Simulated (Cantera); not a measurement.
## Adiabatic ignition

An adiabatic, constant-volume homogeneous reactor starts with 16.6 % CO, 0.732 % H2, 17.3 % O2, 65.3 % N2, equivalence ratio 0.50, at 1625 K and 990000 Pa.

Detailed kinetics in Cantera: GRI-Mech 3.0 (53 species, 325 reactions). The hydrogen kinetics of GRI-Mech 3.0 are dated; newer H2 mechanisms differ, most at raised pressure.

| t (s) | T (K) | P (bar) | x CO | x H2 | x O2 | x NO | x CO2 |
|---|---|---|---|---|---|---|---|
| 2.00e-6 | 1625 | 9.90 | 0.166 | 0.00724 | 0.173 | 3.88e-11 | 8.33e-5 |
| 5.64e-6 | 1782 | 10.8 | 0.146 | 0.000290 | 0.155 | 2.04e-6 | 0.0214 |
| 1.59e-5 | 2529 | 14.7 | 0.0596 | 0.000269 | 0.111 | 0.000291 | 0.115 |
| 4.48e-5 | 2876 | 16.3 | 0.0294 | 0.000145 | 0.101 | 0.00381 | 0.149 |
| 0.000126 | 2885 | 16.3 | 0.0265 | 0.000135 | 0.0961 | 0.0121 | 0.152 |
| 0.000356 | 2870 | 16.2 | 0.0257 | 0.000133 | 0.0913 | 0.0215 | 0.153 |
| 0.00100 | 2865 | 16.2 | 0.0254 | 0.000133 | 0.0897 | 0.0246 | 0.154 |
| 0.00283 | 2865 | 16.2 | 0.0254 | 0.000133 | 0.0897 | 0.0247 | 0.154 |
| 0.00797 | 2865 | 16.2 | 0.0254 | 0.000133 | 0.0897 | 0.0247 | 0.154 |
| 0.0225 | 2865 | 16.2 | 0.0254 | 0.000133 | 0.0897 | 0.0247 | 0.154 |
| 0.0634 | 2865 | 16.2 | 0.0254 | 0.000133 | 0.0897 | 0.0247 | 0.154 |
| 0.179 | 2865 | 16.2 | 0.0254 | 0.000133 | 0.0897 | 0.0247 | 0.154 |
| 0.503 | 2865 | 16.2 | 0.0254 | 0.000133 | 0.0897 | 0.0247 | 0.154 |
| 1.42 | 2865 | 16.2 | 0.0254 | 0.000133 | 0.0897 | 0.0247 | 0.154 |
| 4.00 | 2865 | 16.2 | 0.0254 | 0.000133 | 0.0897 | 0.0247 | 0.154 |
x: mole fraction; the columns are a selection and need not sum to one.

| Quantity | Result |
|---|---|
| time of steepest temperature rise | 9.57 µs |
| temperature at 4.00 s | 2865 K |
| equilibrium temperature | 2865 K |
| x(CO) at 4.00 s | 0.0254 (gas-phase equilibrium 0.0254) |
| x(H2) at 4.00 s | 0.000133 (gas-phase equilibrium 0.000133) |
| x(O2) at 4.00 s | 0.0897 (gas-phase equilibrium 0.0897) |
